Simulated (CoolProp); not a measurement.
Computed with CoolProp (reference Helmholtz-energy equation of state, Lemmon 2006). It is a short technical equation, of lower accuracy than the large ones.

Q: For nitrous oxide, give the phase and the speed of sound (m/s), Joule-Thomson coefficient (K/MPa) at -15.65 °C and 33 kPa.

A: 
- -15.65 °C and 33 kPa: gas; speed of sound 250, Joule-Thomson coefficient 15.4
